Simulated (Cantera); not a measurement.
Adiabatic ignition

An adiabatic, constant-volume homogeneous reactor starts with 30.3 % H2, 11.6 % O2, 58.1 % N2, equivalence ratio 1.3, at 1823 K and 500000 Pa.

Cantera simulation using GRI-Mech 3.0 (53 species, 325 reactions); the numbers are that mechanism's predictions, not measurements. The hydrogen kinetics of GRI-Mech 3.0 are dated; newer H2 mechanisms differ, most at raised pressure. Above 3000 K some thermodynamic fits are extrapolated.

| t (s) | T (K) | P (bar) | x H2 | x O2 | x NO2 | x H2O2 | x NO |
|---|---|---|---|---|---|---|---|
| 3.00e-6 | 2756 | 7.15 | 0.0924 | 0.00995 | 2.87e-8 | 7.52e-7 | 0.000140 |
| 8.05e-6 | 3161 | 7.98 | 0.0902 | 0.00507 | 1.99e-7 | 9.14e-7 | 0.000920 |
| 2.16e-5 | 3184 | 8.02 | 0.0908 | 0.00442 | 6.39e-7 | 8.95e-7 | 0.00304 |
| 5.79e-5 | 3175 | 8.00 | 0.0924 | 0.00403 | 1.21e-6 | 8.41e-7 | 0.00602 |
| 0.000155 | 3172 | 7.99 | 0.0929 | 0.00390 | 1.40e-6 | 8.22e-7 | 0.00708 |
| 0.000417 | 3172 | 7.99 | 0.0930 | 0.00390 | 1.41e-6 | 8.21e-7 | 0.00710 |
| 0.00112 | 3172 | 7.99 | 0.0930 | 0.00390 | 1.41e-6 | 8.21e-7 | 0.00710 |
| 0.00300 | 3172 | 7.99 | 0.0930 | 0.00390 | 1.41e-6 | 8.21e-7 | 0.00710 |
| 0.00805 | 3172 | 7.99 | 0.0930 | 0.00390 | 1.41e-6 | 8.21e-7 | 0.00710 |
| 0.0216 | 3172 | 7.99 | 0.0930 | 0.00390 | 1.41e-6 | 8.21e-7 | 0.00710 |
| 0.0579 | 3172 | 7.99 | 0.0930 | 0.00390 | 1.41e-6 | 8.21e-7 | 0.00710 |
| 0.155 | 3172 | 7.99 | 0.0930 | 0.00390 | 1.41e-6 | 8.21e-7 | 0.00710 |
| 0.417 | 3172 | 7.99 | 0.0930 | 0.00390 | 1.41e-6 | 8.21e-7 | 0.00710 |
| 1.12 | 3172 | 7.99 | 0.0930 | 0.00390 | 1.41e-6 | 8.21e-7 | 0.00710 |
| 3.00 | 3172 | 7.99 | 0.0930 | 0.00390 | 1.41e-6 | 8.21e-7 | 0.00710 |
x: mole fraction; the columns are a selection and need not sum to one.

- time of steepest temperature rise: 1.33 µs
- temperature at 3.00 s: 3172 K
- equilibrium temperature: 3172 K
- x(H2) at 3.00 s: 0.0930 (gas-phase equilibrium 0.0930)
- x(O2) at 3.00 s: 0.00390 (gas-phase equilibrium 0.00390)
- x(NO2) at 3.00 s: 1.41e-6 (gas-phase equilibrium 1.41e-6)
